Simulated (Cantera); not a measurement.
A closed system holds: 1 mol SiH4, a varied amount of O3, 17 mol N2, equilibrated at 548.15 K and 39.0 Torr.

These are equilibrium values from Cantera (NASA tables, ideal gas, pure condensed phases), not measurements of a reactor. Candidate condensed phases: H2O, Si, SiO2, Si2N2O, Si3N4; 35 gas species. N2 is the only nitrogen source here; it is nearly inert below about 1500 K, so the nitride shown seldom forms there in practice. Kinetics and transport are ignored.

log p: log10 of the partial pressure in bar; n: condensed amount in mol.

```
n(O3) (mol)  log p N2  log p H2  log p H2O  log p O2  n Si2N2O(s)  n Si3N4(s)  n SiO2(α-quartz)
-----------  --------  --------  ---------  --------  -----------  ----------  ----------------
0.11            -1.33     -2.25       <-13      <-13        0.330       0.113                 0
0.16            -1.33     -2.25       <-13      <-13        0.480      0.0133                 0
0.23            -1.33     -2.25      -8.45      <-13        0.437           0             0.127
0.32            -1.33     -2.25      -8.46      <-13        0.347           0             0.307
0.46            -1.33     -2.26      -8.46      <-13          ___           0               ___
0.65            -1.33     -2.26      -8.46      <-13       0.0167           0             0.967
0.91            -1.33       ___        ___      <-13            0           0              1.00
1.3             -1.33     -3.56      -2.28      <-13            0           0              1.00
1.8             -1.35      <-13      -2.28     -2.73            0           0              1.00
2.6             -1.37      <-13      -2.30     -2.33            0           0              1.00
```

Fill in the missing entries.


- 0.46, n Si2N2O(s): 0.207
- 0.46, n SiO2(α-quartz): 0.587
- 0.91, log p H2: -2.46
- 0.91, log p H2O: -2.70
